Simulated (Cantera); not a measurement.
Input: 1 mol AlCl3, 3.6 mol H2O, 120 mol N2, held at 1.00 mbar.

Method: chemical equilibrium by Gibbs-energy minimisation in Cantera with the NASA 1993 tables (ideal gas, pure condensed phases). Candidate condensed phases: Al, AlCl3, AlN, Al2O3, H2O, NH4Cl; 45 gas species. Rates play no part.

At 2050 K, list the 4 most abundant gas species with their mole fractions, and the condensed phases.

N2 0.949, HCl 0.0140, H2O 0.0123, Cl 0.00974. Condensed: Al2O3(s).
